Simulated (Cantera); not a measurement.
Charge: 1 mol Fe3O4, a varied amount of CH4, 0.1 mol CO, equilibrated at 2600 K and 5.10 mbar.

Equilibrium computed with Cantera from the NASA thermochemical tables; the gas is ideal and each condensed phase is pure. Candidate condensed phases: C, C6H6, C7H8, C8H18, Fe, Fe(CO)5, FeO, Fe(OH)2, Fe(OH)3, Fe2O3, Fe3O4, H2O; 114 gas species. Kinetics and transport are ignored.

Task: Which condensed phases are stable at each of these points (n(CH4) (mol)): 0.68, 1.4, 2.2, 2.9, 3.7, 4.4, 5.2, 5.9?

Result: 
```tsv
n(CH4) (mol)	condensed phases	Fe condensed (%)
0.68	gas only	0.0
1.4	gas only	0.0
2.2	gas only	0.0
2.9	gas only	0.0
3.7	gas only	0.0
4.4	C(graphite)	0.0
5.2	C(graphite)	0.0
5.9	C(graphite)	0.0
```

From 0.68 mol CH4 to 3.7 mol CH4 nothing is condensed. From 4.4 mol CH4 to 5.9 mol CH4 the condensed part is C(graphite).
